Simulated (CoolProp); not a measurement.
Saturation properties of dodecamethylpentasiloxane (MD3M).

Model: reference Helmholtz-energy equation of state, Thol 2019, in CoolProp.

| T (°C) | p (MPa) | liquid density (kg/m³) | vapour density (kg/m³) | enthalpy of vaporisation (kJ/kg) | surface tension (mN/m) |
|---|---|---|---|---|---|
| 164.55 | 0.01670 | 730.2 | 1.820 | 132.8 | 8.90 |
| 168.75 | 0.01916 | 725.6 | 2.075 | 131.5 | 8.66 |
| 172.95 | 0.02191 | 721.0 | 2.358 | 130.1 | 8.41 |
| 177.15 | 0.02497 | 716.4 | 2.672 | 128.8 | 8.17 |
| 181.35 | 0.02836 | 711.7 | 3.019 | 127.4 | 7.93 |
| 185.55 | 0.03211 | 707.0 | 3.402 | 126.0 | 7.69 |
| 189.75 | 0.03626 | 702.3 | 3.823 | 124.6 | 7.45 |
| 193.95 | 0.04082 | 697.5 | 4.286 | 123.2 | 7.22 |
| 198.15 | 0.04582 | 692.6 | 4.794 | 121.8 | 6.98 |

It boils at 229.9 °C under 1 atm.

Surface tension comes from a separate correlation (Mulero 2014), older than this fluid's equation and unchecked against measurements.
